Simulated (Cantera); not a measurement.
An adiabatic, constant-pressure homogeneous reactor starts with CH4 : H2 : O2 : N2 = 1 : 0.5 : 0.9 : 3.38 (molar parts), equivalence ratio 2.5, at 1675 K and 1200000 Pa. Integrator tolerance rtol = 1e-08.

Detailed kinetics in Cantera: GRI-Mech 3.0 (53 species, 325 reactions). The pressure lies above the range GRI-Mech 3.0 was tuned for (to about 10 atm).

Question: What does this change do: initial temperature 1675 to 1150 K?

Answer: 
```csv
quantity,before,after
time of steepest temperature rise,19.3 µs,0.661 ms
temperature at 3.00 s,2529 K,2052 K
equilibrium temperature,2529 K,2052 K
x(CH4) at 3.00 s,8.49e-9 (gas-phase equilibrium 9.59e-9),9.91e-8 (gas-phase equilibrium 1.11e-7)
x(H2) at 3.00 s,0.254 (gas-phase equilibrium 0.254),0.258 (gas-phase equilibrium 0.258)
x(O2) at 3.00 s,6.96e-7 (gas-phase equilibrium 6.96e-7),2.48e-9 (gas-phase equilibrium 2.48e-9)
x(CH2CO) at 3.00 s,1.12e-11 (gas-phase equilibrium 1.26e-11),2.44e-11 (gas-phase equilibrium 2.73e-11)
x(CO) at 3.00 s,0.136 (gas-phase equilibrium 0.136),0.134 (gas-phase equilibrium 0.134)
x(O) at 3.00 s,4.04e-6 (gas-phase equilibrium 4.04e-6),1.43e-8 (gas-phase equilibrium 1.43e-8)
```
